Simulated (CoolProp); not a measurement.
Vapour-liquid equilibrium of R143a (1) + dimethyl ether (2) at 4.31 bar; x and y are mole fractions of (1).

Computed with CoolProp (multi-fluid Helmholtz-energy mixture model, Lemmon and Jacobsen 2000 and Wu 2011; pair parameters Bell 2016).

```tsv
x	bubble temperature (°C)	y at the bubble point	dew temperature at overall composition x (°C)	liquid density (mol/L)
0.05	12.3	0.107	13.5	14.62
0.125	9.3	0.244	11.9	14.48
0.2	6.6	0.358	10.3	14.32
0.275	4.2	0.456	8.6	14.17
0.35	2.1	0.540	6.8	14.01
0.425	0.1	0.613	5.0	13.85
0.5	-1.7	0.679	3.1	13.68
0.575	-3.4	0.738	1.1	13.52
0.65	-4.9	0.791	-0.9	13.36
0.725	-6.4	0.841	-3.0	13.20
0.8	-7.8	0.887	-5.2	13.04
0.875	-9.1	0.931	-7.4	12.88
0.95	-10.3	0.973	-9.7	12.73
```

No azeotrope shows between x = 0.05 and 0.95.

The pair parameters rest on a limited set of measurements; away from them the model extrapolates.
